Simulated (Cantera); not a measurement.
Input: 1 mol Al, 0.41 mol Cl2, 9.3 mol H2, at 1102 °C and 1.13 Torr.

Cantera equilibrium calculation (NASA polynomials, part measured and part estimated; ideal gas, pure solids and liquids). Candidate condensed phases: Al, AlCl3; 12 gas species. The tables' values for AlCl2 are old estimates; treat these amounts as uncertain. Kinetics and transport are ignored.

Base state: H2 0.918, AlCl 0.0809, Al 0.000928, H 8.48e-5, AlH 7.07e-5, HCl 2.44e-5, AlCl2 1.25e-5 (mole fractions); condensed: Al(l).

Question: What changes in the equilibrium state with this change: temperature from 1102 °C to 350 °C?

Answer: 
| species | before | after |
|---|---|---|
| H2 | 0.918 | 0.972 |
| AlCl3 | 2.52e-8 | 0.0273 |
| Al2Cl6 | <1e-9 | 0.000628 |
| AlCl | 0.0809 | 5.13e-6 |
| Al | 0.000928 | <1e-9 |
| H | 8.48e-5 | <1e-9 |
| AlH | 7.07e-5 | <1e-9 |
| Al(l), mol | 0.170 | 0 |
| Al(s), mol | 0 | 0.727 |
